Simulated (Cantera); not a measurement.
A closed system holds: 1 mol SiH4, 1.9 mol O2, held at 477 °C and 0.540 Torr.

Cantera equilibrium calculation (NASA polynomials, part measured and part estimated; ideal gas, pure solids and liquids). Candidate condensed phases: H2O, Si, SiO2; 18 gas species. Equilibrium is a limit: real reactors are often held back by kinetics, nucleation or transport.

Base state: H2O 0.900, H2 0.100 (mole fractions); condensed: SiO2(α-quartz).

### Question
What changes in the equilibrium state with this change: O2 from 1.9 to 0.16 mol?

### Answer
```tsv
species	before	after
H2	0.100	1.00
H2O	0.900	<1e-9
SiO2(α-quartz), mol	1.00	0.160
Si(s), mol	0	0.840
```
